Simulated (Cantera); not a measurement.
A Cantera script and what it prints.

```python
import numpy as np
import cantera as ct

gas_names = """
    AL ALBr ALBr3 ALH ALN ALO ALOH ALO2 ALO2H AL2 AL2Br6 AL2O AL2O2 Br Br2 H HALO HBr HNO HNO2 HNO3 HO2
    H2 H2O H2O2 N NH NH2 NH3 NH2OH NO NO2 NO3 N2 N2H2 N2H4 N2O O OH O2 O3
""".split()
cond_names = """
    AL(cr) AL(L) ALBr3(s) ALBr3(L) ALN(s) AL2O3(a) AL2O3(L) Br2(cr) Br2(L) H2O(s) H2O(L)
""".split()


# ... load() reads the species with a 1 bar reference pressure and builds the phases ...
atoms = {
    'AlBr3': {'AL': 1, 'Br': 3},
    'N2O': {'N': 2, 'O': 1},
    'H2': {'H': 2},
}
top_T = {'ALN(s)': 2750}  # K; cautious upper limits of use, not melting points


# ... equilibrate(T, P, feed) seeds the gas with the atoms and calls Mixture.equilibrate('TP', solver="vcs", rtol=1e-11, max_steps=5000) ...
results = []
feed = {'AlBr3': 1, 'N2O': 30, 'H2': 8.3}  # mol
T = 1998.15  # K
P = 160  # Pa
mix = equilibrate(T, P, feed)
results.append((T, P, feed, dict(zip(mix.species_names, mix.species_moles))))
x = sorted(zip(gas.X, gas.species_names), reverse=True)
print(f"T = {T:g} K  P = {P:g} Pa  gas = {mix.phase_moles(0):.4g} mol")
print("   x: " + "  ".join(f"{s} {v:.3e}" for v, s in x if v > 0.001))
print("   condensed (mol): " + ("  ".join(f"{mix.phase(i).name} {mix.phase_moles(i):.4g}"
      for i in range(1, mix.n_phases) if mix.phase_moles(i) > 1e-12) or "none"))
```

It prints:

```
T = 1998.15 K  P = 160 Pa  gas = 51.85 mol
   x: N2 5.756e-01  O2 1.876e-01  H2O 1.492e-01  Br 5.507e-02  OH 1.204e-02  O 7.142e-03  NO 6.155e-03  HBr 2.790e-03  H2 2.451e-03  H 1.987e-03
   condensed (mol): AL2O3(a) 0.4999
```

These are equilibrium values from Cantera (NASA tables, ideal gas, pure condensed phases), not measurements of a reactor.
